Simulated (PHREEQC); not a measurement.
Dissolve 0.012 mol CaCl2 per kg of water at 25 °C. Closed to the air; pH follows from the charge balance.

Computed with PHREEQC (ion-association model, wateq4f.dat).

```json
[
 {"quantity": "CaOH+ (mol/kgw)", "before": "1.12e-8", "after": "3.56e-8"},
 {"quantity": "SI of Portlandite (Ca(OH)2)", "before": "-11.07", "after": "-10.67"}
]
```

### Question
What was changed between the two runs?
(A) CaCl2 from 0.012 to 0.06 mol/kgw
(B) CaCl2 from 0.012 to 0.0108 mol/kgw
(C) CaCl2 from 0.012 to 0.006 mol/kgw
(D) diluted 10-fold with water
(E) diluted 2-fold with water

### Answer
A, CaCl2 from 0.012 to 0.06 mol/kgw

Precipitation was switched off in this run.
